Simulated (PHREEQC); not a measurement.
Dissolve 0.04 mol HF, 0.0073 mol NaF and 0.0016 mol H2SiF6 per kg of water at 25 °C. Closed to the air; pH follows from the charge balance.

Computed with PHREEQC (ion-association model, phreeqc.dat).

| quantity | before | after |
|---|---|---|
| pH | 2.41 | 3.11 |
| ionic strength (mol/kgw) | 0.0132 | 0.0497 |
| HF (mol/kgw) | 0.0378 | 0.0367 |
| F- (mol/kgw) | 0.00732 | 0.0394 |
| HF2- (mol/kgw) | 0.00106 | 0.00555 |
| NaF (mol/kgw) | 2.42e-5 | 0.000108 |
| SI of Quartz (SiO2) | -6.43 | -7.92 |

**Question.** Which change was made?
A) diluted 2-fold with water
B) HF replaced by NaBF4 at the same molality
C) NaF from 0.0073 to 0.00657 mol/kgw
D) HF replaced by NH4HF2 at the same molality
E) H2SiF6 from 0.0016 to 0.00032 mol/kgw

**Answer.** D, HF replaced by NH4HF2 at the same molality

No solid was allowed to form. SiF6-2 is the database's only silicon fluoride.
